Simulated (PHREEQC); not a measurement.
Solution (25 °C): 0.0019 mol Al2(SO4)3, 0.053 mol ZnCl2, 0.022 mol H2SO4 and 0.52 mol Na2SO4 per kg of water. Closed to the air; pH follows from the charge balance.

Computed with PHREEQC (ion-association model, wateq4f.dat).

| quantity | before | after |
|---|---|---|
| pH | 2.23 | 1.55 |
| ionic strength (mol/kgw) | 1.20 | 0.182 |
| SO4-2 (mol/kgw) | 0.268 | 0.00792 |
| HSO4- (mol/kgw) | 0.0360 | 0.00891 |
| ZnSO4 (mol/kgw) | 0.0198 | 0.00746 |
| Zn(SO4)2-2 (mol/kgw) | 0.0174 | 0.000478 |
| SI of Goslarite (ZnSO4:7H2O) | -2.07 | -2.53 |
| SI of Gibbsite (Al(OH)3) | -6.54 | -7.15 |

**Question.** What was changed between the two runs?
(A) Na2SO4 from 0.52 to 0.104 mol/kgw
(B) Na2SO4 left out
(C) H2SO4 from 0.022 to 0.0044 mol/kgw
(D) ZnCl2 from 0.053 to 0.106 mol/kgw
(E) ZnCl2 from 0.053 to 0.0053 mol/kgw

**Answer.** B, Na2SO4 left out

This is a speciation only: nothing precipitates in the calculation. The ionic strength passes 0.7 mol/kgw, the rough limit of the ion-association models, in before.
